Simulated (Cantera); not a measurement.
Input (Python, Cantera):

```python
import numpy as np
import cantera as ct

gas = ct.Solution("gri30.yaml", transport_model="mixture-averaged")
show = ['C2H2', 'NH3', 'H2O']

rows = []
print(f"{'T/K':>7s}{'rho':>11s}{'cp':>10s}{'mu':>11s}{'lambda':>11s}{'Pr':>7s}" + "".join(f"{'D_' + s:>11s}" for s in show))
for T in [400, 550, 700, 850, 1000, 1150]:
    gas.TPX = T, 1333, {'H2O': 0.26, 'NO': 0.66}
    Pr = gas.cp_mass * gas.viscosity / gas.thermal_conductivity
    D = [gas.mix_diff_coeffs_mole[gas.species_index(s)] for s in show]
    rows.append([gas.density, gas.cp_mass, gas.viscosity, gas.thermal_conductivity, Pr, *D])
    print(f"{T:7g}{gas.density:11.4e}{gas.cp_mass:10.1f}{gas.viscosity:11.4e}"
          f"{gas.thermal_conductivity:11.4e}{Pr:7.3f}" + "".join(f"{d:11.4e}" for d in D))
print("SI units: kg/m3, J/kg/K, Pa s, W/m/K, m2/s")
```

Result:

```
    T/K        rho        cp         mu     lambda     Pr     D_C2H2      D_NH3      D_H2O
    400 1.0668e-02    1171.4 2.0631e-05 3.3650e-02  0.718 2.1508e-03 2.8084e-03 2.9715e-03
    550 7.7588e-03    1211.0 2.6502e-05 4.5129e-02  0.711 3.8157e-03 5.1441e-03 5.3871e-03
    700 6.0962e-03    1261.5 3.1860e-05 5.6800e-02  0.708 5.8293e-03 8.0344e-03 8.3380e-03
    850 5.0204e-03    1310.3 3.6835e-05 6.8456e-02  0.705 8.1569e-03 1.1420e-02 1.1766e-02
   1000 4.2674e-03    1354.5 4.1509e-05 7.9966e-02  0.703 1.0774e-02 1.5259e-02 1.5630e-02
   1150 3.7107e-03    1391.8 4.5938e-05 9.1255e-02  0.701 1.3663e-02 1.9519e-02 1.9900e-02
SI units: kg/m3, J/kg/K, Pa s, W/m/K, m2/s
```

Model: GRI-Mech 3.0 (53 species, 325 reactions), integrated in Cantera. Polar gases are described roughly by these parameters. The composition is frozen, though it would react at the higher temperatures.
